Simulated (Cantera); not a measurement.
Charge: 1 mol B, 0.019 mol H₂O, 0.14 mol N₂, held at 873.15 K and 1 atm.

Equilibrium computed with Cantera from the NASA thermochemical tables; the gas is ideal and each condensed phase is pure. Candidate condensed phases: B, BN, B₂O₃, B₃O₃H₃, H₂O; 39 gas species. N₂ is the only nitrogen source here; it is nearly inert below about 1500 K, so the nitride shown seldom forms there in practice. Kinetics and transport are ignored.

Base state: H₂ 0.995, B₃O₃H₃ 0.00503 (mole fractions); condensed: B(s) + BN(s) + B₂O₃(l).

Problem. What changes in the equilibrium state with this change: temperature from 873.15 K to 1098 K?

Solution. 
```json
[
 {"species": "H₂", "before": "0.995", "after": "0.993"},
 {"species": "B₃O₃H₃", "before": "0.00503", "after": "0.00655"},
 {"species": "B(s), mol", "before": "0.707", "after": "0.707"},
 {"species": "BN(s), mol", "before": "0.280", "after": "0.280"},
 {"species": "B₂O₃(l), mol", "before": "0.00624", "after": "0.00621"}
]
```
Mutual solubility and eutectic melting of coexisting phases are not modelled.

Problem. What changes in the equilibrium state with this change: B replaced by Al?

Solution. 
```csv
species,before,after
H₂,0.995,1.00
B₃O₃H₃,0.00503,0
"B(s), mol",0.707,0
"BN(s), mol",0.280,0
"B₂O₃(l), mol",0.00624,0
"Al(s), mol",0,0.707
"AlN(s), mol",0,0.280
"Al₂O₃(s), mol",0,0.00633
```
Further candidate phases: Al, AlN, Al₂O₃.

Problem. What changes in the equilibrium state with this change: N₂ from 0.14 to 5.2 mol?

Solution. 
| species | before | after |
|---|---|---|
| N₂ | <1e-9 | 0.996 |
| H₂ | 0.995 | 0.00398 |
| H₂O | 1.16e-9 | 4.02e-5 |
| B₃O₃H₃ | 0.00503 | <1e-9 |
| B(s), mol | 0.707 | 0 |
| BN(s), mol | 0.280 | 0.987 |
| B₂O₃(l), mol | 0.00624 | 0.00627 |
